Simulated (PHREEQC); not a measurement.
Solution (20 °C): 190 mmol/kgw FeSO4, 31 mmol/kgw CaCl2 and 37 mmol/kgw H2SO4. Closed to the air; pH follows from the charge balance.

Computed with PHREEQC (ion-association model, wateq4f.dat).

```tsv
quantity	before	after
pH	1.79	1.71
ionic strength (mol/kgw)	0.487	1.18
SO4-2 (mol/kgw)	0.0890	0.0682
HSO4- (mol/kgw)	0.0395	0.0275
```

**Question.** Which change was made?
(A) CaCl2 from 0.031 to 0.31 mol/kgw
(B) FeSO4 left out
(C) temperature from 20 to 75 °C
(D) 0.14 mol/kgw NaHSO4 added
(E) FeSO4 replaced by CdSO4 at the same molality

**Answer.** A, CaCl2 from 0.031 to 0.31 mol/kgw

Precipitation was switched off in this run. The ionic strength passes 0.7 mol/kgw, the rough limit of the ion-association models, in after. Some of these states are supersaturated (in Gypsum, for instance).
